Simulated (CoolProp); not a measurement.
Model: reference Helmholtz-energy equation of state, Eisenbach 2021, in CoolProp.

Give the vapour pressure (MPa), liquid density (kg/m³), vapour density (kg/m³), enthalpy of vaporisation (kJ/kg) of saturated propylene glycol at 389.9, 414 K.


```csv
T (K),p (MPa),liquid density (kg/m³),vapour density (kg/m³),enthalpy of vaporisation (kJ/kg)
389.9,0.00678,959,0.159,772
414,0.0192,937,0.428,748
```
